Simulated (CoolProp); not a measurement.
Vapour-liquid equilibrium of propane (1) + isobutene (2) at 0.0408 MPa; x and y are mole fractions of (1).

Computed with CoolProp (multi-fluid Helmholtz-energy mixture model, Lemmon 2009 and Lemmon 2005; pair parameters Bell 2016).

Give the bubble temperature and the first vapour's composition at x = 0.5, 0.875, 0.95. Is there an azeotrope?

x = 0.5: 221.9 K, y = 0.832; x = 0.875: 214.4 K, y = 0.972; x = 0.95: 213.1 K, y = 0.990. No azeotrope shows between x = 0.05 and 0.95.

The pair parameters rest on a limited set of measurements; away from them the model extrapolates.
